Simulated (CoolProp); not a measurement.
Properties of n-dodecane along the isotherm 620 K.

Model: reference Helmholtz-energy equation of state, Lemmon 2004, in CoolProp. It is a short technical equation, of lower accuracy than the large ones.

```
p (MPa)  phase  conductivity (mW/(m K))  fugacity coefficient
-------  -----  -----------------------  --------------------
0.00287    gas                     37.0                0.9992
0.0059     gas                     37.0                0.9984
0.0121     gas                     37.0                0.9966
0.0249     gas                     37.1                0.9931
0.0511     gas                     37.3                0.9858
0.105      gas                     37.6                0.9709
0.216      gas                     38.4                0.9405
0.443      gas                     40.0                0.8796
0.909      gas                     44.4                0.7582
```

Thermal conductivity comes from a separate model (Huber 2004).
